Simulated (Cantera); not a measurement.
A freely propagating, adiabatic, planar premixed flame of CO : H2 : O2 : N2 = 1 : 1.1 : 0.836 : 3.76 (molar parts), equivalence ratio 1.3, unburnt at 525 K and 500000 Pa; mixture-averaged transport, grid criteria slope 0.08 and curve 0.16, no radiation.

Cantera simulation using GRI-Mech 3.0 (53 species, 325 reactions); the numbers are that mechanism's predictions, not measurements. The hydrogen kinetics of GRI-Mech 3.0 are dated; newer H2 mechanisms differ, most at raised pressure. Burning velocities carry a grid error of a few per cent, more on coarse grids.

x: mole fraction of selected species; z is measured from the peak of heat release.

| z (mm) | T (K) | u (m/s) | x CO | x H2 | x O2 | x NO | x NO2 | x H2O2 |
|---|---|---|---|---|---|---|---|---|
| -0.216 | 525 | 2.65 | 0.149 | 0.164 | 0.125 | <1e-8 | <1e-8 | <1e-8 |
| -0.144 | 525 | 2.65 | 0.149 | 0.164 | 0.125 | <1e-8 | <1e-8 | <1e-8 |
| -0.108 | 525 | 2.65 | 0.150 | 0.163 | 0.125 | <1e-8 | <1e-8 | … |
| -0.0720 | 527 | 2.65 | 0.150 | 0.160 | 0.126 | <1e-8 | <1e-8 | … |
| -0.0360 | 577 | 2.84 | 0.153 | 0.139 | 0.127 | 1.03e-8 | <1e-8 | … |
| -0.0180 | 859 | 4.12 | 0.151 | 0.106 | 0.117 | 2.46e-7 | <1e-8 | … |
| 0 | 1313 | 6.19 | 0.140 | 0.0614 | 0.0848 | 1.96e-6 | <1e-8 | … |
| 0.0180 | 1631 | 7.60 | 0.120 | 0.0310 | 0.0486 | 6.64e-6 | <1e-8 | … |
| 0.0360 | 1810 | 8.34 | 0.103 | 0.0215 | 0.0299 | 1.25e-5 | <1e-8 | … |
| 0.0720 | 1991 | 9.06 | 0.0825 | 0.0199 | 0.0174 | 2.20e-5 | <1e-8 | … |
| 0.144 | 2144 | 9.64 | 0.0705 | 0.0194 | 0.0107 | 3.34e-5 | 1.15e-8 | … |
| 0.288 | 2257 | 10.1 | 0.0650 | 0.0175 | 0.00653 | 4.54e-5 | 1.29e-8 | … |
| 0.576 | 2335 | 10.4 | 0.0610 | 0.0157 | 0.00358 | 5.85e-5 | 1.33e-8 | … |

Problem. What belongs in the gaps?

Solution. 
- -0.108, x H2O2: 2.61e-8
- -0.0720, x H2O2: 3.93e-7
- -0.0360, x H2O2: 2.99e-5
- -0.0180, x H2O2: 9.43e-5
- 0, x H2O2: 2.42e-5
- 0.0180, x H2O2: 3.99e-6
- 0.0360, x H2O2: 2.11e-6
- 0.0720, x H2O2: 1.08e-6
- 0.144, x H2O2: 6.09e-7
- 0.288, x H2O2: 3.77e-7
- 0.576, x H2O2: 2.33e-7
